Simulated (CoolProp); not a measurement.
A single-stage vapour-compression cycle with ethane: evaporating at 193.15 K (dew point), condensing at 219.15 K (bubble point), superheat 0 K, subcooling 5 K, compressor efficiency 0.65, no pressure losses. Each further row changes one setting.

Computed with CoolProp (reference Helmholtz-energy equation of state, Bücker 2006).

```tsv
case	cooling COP	pressure ratio	discharge temperature (K)	refrigerating effect (kJ/kg)	volumetric capacity (kJ/m³)
as stated	4.42	3.03	260.8	424	1310
evaporating temperature 198.15 K	5.73	2.39	251.5	430	1660
condensing temperature 214.15 K	5.59	2.50	248.8	437	1350
subcooling 10 K	4.55	3.03	260.8	437	1350
superheat 10 K	4.32	3.03	272.7	439	1280
compressor efficiency 0.55	3.74	3.03	271.0	424	1310
```
